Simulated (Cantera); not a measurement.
**Premixed flame**

A freely propagating, adiabatic, planar premixed flame of H2 : O2 : N2 = 1 : 0.179 : 0.536 (molar parts), equivalence ratio 2.8, unburnt at 600 K and 0.132 atm; mixture-averaged transport, grid criteria slope 0.08 and curve 0.16, no radiation.

Cantera simulation using the H2/O2 subset of GRI-Mech 3.0, which has no nitrogen chemistry; the numbers are that mechanism's predictions, not measurements. Burning velocities carry a grid error of a few per cent, more on coarse grids.

```
z (mm)  T (K)  u (m/s)   x H2      x O2    x HO2      x OH   x H2O2     x H2O
------  -----  -------  -----  --------  -------  --------  -------  --------
-19.1     600     7.11  0.583     0.104    <1e-8     <1e-8    <1e-8     <1e-8
-12.7     600     7.11  0.583     0.104    <1e-8     <1e-8    <1e-8     <1e-8
-9.53     600     7.11  0.583     0.104    <1e-8     <1e-8    <1e-8     <1e-8
-6.35     600     7.11  0.583     0.104  1.06e-6     <1e-8    <1e-8   1.13e-7
-3.18     614     7.27  0.581     0.104  3.85e-5   2.45e-5  3.48e-7  0.000927
-1.59     743     8.67  0.554     0.100  2.51e-5  0.000177  2.12e-7    0.0130
0        1090     12.4  0.417    0.0533  9.46e-6   0.00130  1.20e-7     0.112
1.59     1304     14.8  0.330   0.00405  7.06e-7   0.00141  4.25e-8     0.208
3.18     1382     15.6  0.330  0.000348  5.63e-8   0.00152  3.58e-8     0.216
6.35     1475     16.6  0.339  0.000162  2.45e-8   0.00187  3.84e-8     0.218
12.7     1586     17.7  0.350  0.000145  2.04e-8   0.00223  3.52e-8     0.219
25.4     1704     18.8  0.363  0.000115  1.59e-8   0.00246  2.56e-8     0.221
50.8     1820     19.9  0.375   7.99e-5  1.16e-8   0.00246  1.53e-8     0.224
```
x: mole fraction of selected species; z is measured from the peak of heat release.

```json
{
 "laminar_burning_velocity": "711 cm/s",
 "thermal_thickness": "6.35 mm",
 "peak x(HO2)": "3.89e-5",
 "peak x(OH)": "0.00250",
 "peak x(H2O2)": "4.00e-7",
 "grid_points": "138"
}
```
